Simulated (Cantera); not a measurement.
Thermodynamics of abatement and gas-phase synthesis, feed SF6 + H2O

Charge: 1 mol SF6, 7.7 mol H2O, equilibrated at 7.50 Torr.

Cantera equilibrium calculation (NASA polynomials, part measured and part estimated; ideal gas, pure solids and liquids). Candidate condensed phases: H2O, H2SO4, S; 43 gas species. Equilibrium is a limit: real reactors are often held back by kinetics, nucleation or transport.

From 1173 K to 2073 K nothing is condensed.

| T (K) | x HF | x H2O | x SO2 | x O2 | x OH | x H2 | x H | x O |
|---|---|---|---|---|---|---|---|---|
| 1173 | 0.492 | 0.385 | 0.0815 | 0.0407 | 8.47e-6 | 1.37e-7 | 4.36e-10 | 2.82e-8 |
| 1273 | 0.492 | 0.385 | 0.0817 | 0.0409 | 3.14e-5 | 1.01e-6 | 7.18e-9 | 2.17e-7 |
| 1373 | 0.492 | 0.385 | 0.0818 | 0.0409 | 9.64e-5 | 5.64e-6 | 7.91e-8 | 1.25e-6 |
| 1473 | 0.492 | 0.385 | 0.0819 | 0.0409 | 0.000254 | 2.49e-5 | 6.32e-7 | 5.64e-6 |
| 1573 | 0.492 | 0.385 | 0.0819 | 0.0408 | 0.000591 | 9.14e-5 | 3.89e-6 | 2.11e-5 |
| 1673 | 0.492 | 0.384 | 0.0819 | 0.0408 | 0.00124 | 0.000287 | 1.93e-5 | 6.75e-5 |
| 1773 | 0.491 | 0.383 | 0.0818 | 0.0407 | 0.00240 | 0.000792 | 8.01e-5 | 0.000189 |
| 1873 | 0.491 | 0.380 | 0.0816 | 0.0407 | 0.00431 | 0.00195 | 0.000285 | 0.000477 |
| 1973 | 0.489 | 0.375 | 0.0810 | 0.0410 | 0.00728 | 0.00434 | 0.000889 | 0.00110 |
| 2073 | 0.486 | 0.365 | 0.0800 | 0.0420 | 0.0117 | 0.00876 | 0.00246 | 0.00235 |
x: gas mole fraction; nothing condenses.
